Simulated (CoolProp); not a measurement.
A Linde-Hampson liquefier for carbon monoxide: isothermal reversible compression at 200 K from 1 atm to 5 MPa, throttling to 1 atm, return gas leaving the recuperator 2 K below the feed. Each further row changes one setting.

Model: reference Helmholtz-energy equation of state, Lemmon 2006, in CoolProp. It is a short technical equation, of lower accuracy than the large ones.

| case | liquid yield per pass | compression work (kJ/kg of gas) |
|---|---|---|
| as stated | ? | 224 |
| high pressure 10 MPa | ? | 259 |
| warm-end temperature 230 K | ? | ? |
| warm-end gap 7 K | ? | 224 |

**Question.** What belongs in the gaps?

**Answer.** 
- as stated, liquid yield per pass: 0.078
- high pressure 10 MPa, liquid yield per pass: 0.161
- warm-end temperature 230 K, liquid yield per pass: 0.051
- warm-end temperature 230 K, compression work (kJ/kg of gas): 261
- warm-end gap 7 K, liquid yield per pass: 0.063
